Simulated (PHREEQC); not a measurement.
# Metal-bearing waste water: an equilibrium model

Solution (20 °C): 0.032 mol/kgw ZnSO4, 0.022 mol/kgw CuCl2 and 7.9e-05 mol/kgw H2SO4. Closed to the air; pH follows from the charge balance.

The numbers come from PHREEQC with the ion-association model, phreeqc.dat.

Each row changes one thing in this solution. No solid was allowed to form.

```json
[
 {"case": "as made", "pH": "4.06", "ionic strength (mol/kgw)": "0.129", "Cu+2 (mol/kgw)": "0.0156", "SO4-2 (mol/kgw)": "0.0152", "CuSO4 (mol/kgw)": "0.00588", "CuCl+ (mol/kgw)": "0.000522"},
 {"case": "ZnSO4 left out", "pH": "3.87", "ionic strength (mol/kgw)": "0.0643", "Cu+2 (mol/kgw)": "0.0211", "SO4-2 (mol/kgw)": "4.37e-5", "CuSO4 (mol/kgw)": "3.51e-5", "CuCl+ (mol/kgw)": "0.000865"},
 {"case": "temperature from 20 to 65 °C", "pH": "4.16", "ionic strength (mol/kgw)": "0.118", "Cu+2 (mol/kgw)": "0.0133", "SO4-2 (mol/kgw)": "0.0151", "CuSO4 (mol/kgw)": "0.00591", "CuCl+ (mol/kgw)": "0.00271"},
 {"case": "CuCl2 from 0.022 to 0.044 mol/kgw", "pH": "4.04", "ionic strength (mol/kgw)": "0.186", "Cu+2 (mol/kgw)": "0.0328", "SO4-2 (mol/kgw)": "0.0145", "CuSO4 (mol/kgw)": "0.00916", "CuCl+ (mol/kgw)": "0.00196"}
]
```

At this temperature some constants are extrapolated from 25 °C, and those without enthalpy data are left unchanged.
